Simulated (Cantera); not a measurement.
Charge: 1 mol HF, 0.51 mol H2O, 2 mol H2, equilibrated at 3050 K and 61.0 bar.

Equilibrium computed with Cantera from the NASA thermochemical tables; the gas is ideal and each condensed phase is pure. Candidate condensed phases: H2O; 22 gas species. The ideal-gas law is rough above about 30 bar. Kinetics and transport are ignored.

Base state: H2 0.556, HF 0.282, H2O 0.142, H 0.0175, OH 0.00155, F 6.02e-5, O 2.97e-5, H2F2 2.50e-5 (mole fractions); condensed: gas only.

**Question.** What changes in the equilibrium state with this change: temperature from 3050 K to 3475 K?

**Answer.** 
| species | before | after |
|---|---|---|
| H2 | 0.556 | 0.531 |
| HF | 0.282 | 0.276 |
| H2O | 0.142 | 0.135 |
| H | 0.0175 | 0.0520 |
| O | 2.97e-5 | 0.000343 |
| O2 | 3.00e-6 | 3.35e-5 |
